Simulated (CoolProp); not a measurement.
Vapour pressure (kPa) of n-butane: the reference equation beside estimates from Tc = 152.0 °C, pc = 3796 kPa, ω = 0.201. Clausius-Clapeyron is anchored at 69.75 °C with a constant enthalpy of vaporisation of 17.91 kJ/mol.

Computed with CoolProp (reference Helmholtz-energy equation of state, Bücker 2006).

```json
[
 {"T (°C)": "49.15", "reference": "484.8", "Clausius-Clapeyron": "538.5", "van der Waals": "1129", "Redlich-Kwong": "628.8", "Soave-Redlich-Kwong": "488.5", "Peng-Robinson": "483.8"},
 {"T (°C)": "54.25", "reference": "553.0", "Clausius-Clapeyron": "597.5", "van der Waals": "1217", "Redlich-Kwong": "707.7", "Soave-Redlich-Kwong": "558.0", "Peng-Robinson": "552.1"},
 {"T (°C)": "59.45", "reference": "629.7", "Clausius-Clapeyron": "662.3", "van der Waals": "1312", "Redlich-Kwong": "794.9", "Soave-Redlich-Kwong": "636.1", "Peng-Robinson": "629.0"},
 {"T (°C)": "64.55", "reference": "712.3", "Clausius-Clapeyron": "730.3", "van der Waals": "1408", "Redlich-Kwong": "887.5", "Soave-Redlich-Kwong": "720.4", "Peng-Robinson": "712.0"},
 {"T (°C)": "69.75", "reference": "804.4", "Clausius-Clapeyron": "804.4", "van der Waals": "1511", "Redlich-Kwong": "989.3", "Soave-Redlich-Kwong": "814.6", "Peng-Robinson": "804.8"},
 {"T (°C)": "74.85", "reference": "903.1", "Clausius-Clapeyron": "882.0", "van der Waals": "1617", "Redlich-Kwong": "1097", "Soave-Redlich-Kwong": "915.5", "Peng-Robinson": "?"},
 {"T (°C)": "80.05", "reference": "1013", "Clausius-Clapeyron": "966.1", "van der Waals": "1729", "Redlich-Kwong": "1214", "Soave-Redlich-Kwong": "1028", "Peng-Robinson": "1015"},
 {"T (°C)": "85.15", "reference": "1129", "Clausius-Clapeyron": "1054", "van der Waals": "1844", "Redlich-Kwong": "1337", "Soave-Redlich-Kwong": "1147", "Peng-Robinson": "1133"},
 {"T (°C)": "90.35", "reference": "1258", "Clausius-Clapeyron": "?", "van der Waals": "1966", "Redlich-Kwong": "1471", "Soave-Redlich-Kwong": "1279", "Peng-Robinson": "1263"},
 {"T (°C)": "95.45", "reference": "1395", "Clausius-Clapeyron": "1246", "van der Waals": "2090", "Redlich-Kwong": "1612", "Soave-Redlich-Kwong": "1418", "Peng-Robinson": "1401"},
 {"T (°C)": "100.55", "reference": "1542", "Clausius-Clapeyron": "1350", "van der Waals": "2219", "Redlich-Kwong": "1760", "Soave-Redlich-Kwong": "1569", "Peng-Robinson": "1551"},
 {"T (°C)": "105.75", "reference": "?", "Clausius-Clapeyron": "1461", "van der Waals": "2356", "Redlich-Kwong": "1921", "Soave-Redlich-Kwong": "?", "Peng-Robinson": "1715"}
]
```

Fill in the missing entries.


- 74.85, Peng-Robinson: 904.3
- 90.35, Clausius-Clapeyron: 1148
- 105.75, reference: 1704
- 105.75, Soave-Redlich-Kwong: 1734

Absolute difference from the reference over all 12 rows, mean and median: Clausius-Clapeyron 7.2 and 7.3 %, van der Waals 79.0 and 74.9 %, Redlich-Kwong 20.9 and 20.7 %, Soave-Redlich-Kwong 1.4 and 1.4 %, Peng-Robinson 0.3 and 0.2 %.
